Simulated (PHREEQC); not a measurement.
Consider water at 20 °C with 0.0059 mol HF, 0.0071 mol H2SiF6 and 0.00035 mol H3AsO4 per kg of water. Closed to the air; pH follows from the charge balance.

Equilibrium calculation in PHREEQC: ion-association model, wateq4f.dat.

Problem. The ionic strength comes out as 0.0216 mol/kgw. What activity coefficients do H2AsO4-, SiF6-2, F-, H+, HF2- get?

Solution. H2AsO4- 0.87, SiF6-2 0.58, F- 0.86, H+ 0.89, HF2- 0.86.

No solid was allowed to form. SiF6-2 is the database's only silicon fluoride.
